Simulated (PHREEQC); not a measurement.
Solution A (29 mmol/kgw NaHSO4 and 0.062 mmol/kgw NaOH) is mixed with solution B (0.091 mol KH2PO4 and 4e-05 mol NaOH per kg of water) at 10 °C; shares are by mass of water, 1 kg in all. O2 is buffered at 0.21 atm. The system is closed to CO2. Precipitation was switched off in this run.

Model: ion-association model, phreeqc.dat, run in PHREEQC.

```csv
share of solution B,pH,H2PO4- (mol/kgw),SO4-2 (mol/kgw),HSO4- (mol/kgw),H3PO4 (mol/kgw)
0,1.81,0,0.0175,0.0105,0
0.1,1.94,(withheld),0.0173,0.00763,(withheld)
0.2,2.08,(withheld),0.0166,0.00524,0.00814
0.3,2.23,0.0174,0.0154,0.00341,(withheld)
0.4,2.39,0.0260,0.0138,0.00212,0.0104
0.5,2.55,0.0357,0.0118,0.00125,0.00983
0.6,2.72,0.0460,0.00960,0.000684,0.00858
0.7,2.90,0.0569,(withheld),0.000333,0.00684
0.8,3.14,(withheld),0.00488,0.000129,0.00477
0.9,3.49,0.0794,0.00245,2.85e-5,0.00247
1,4.50,0.0904,0,0,0.000272
```

**Question.** Some entries are withheld; supply them.

**Answer.** 
- 0.1, H2PO4- (mol/kgw): 0.00428
- 0.1, H3PO4 (mol/kgw): 0.00482
- 0.2, H2PO4- (mol/kgw): 0.0101
- 0.3, H3PO4 (mol/kgw): 0.00992
- 0.7, SO4-2 (mol/kgw): 0.00728
- 0.8, H2PO4- (mol/kgw): 0.0680

Complexes and solids missing from the database can't appear. Away from 25 °C the constants follow the database's enthalpies or fits; those with neither stay at their 25 °C values.
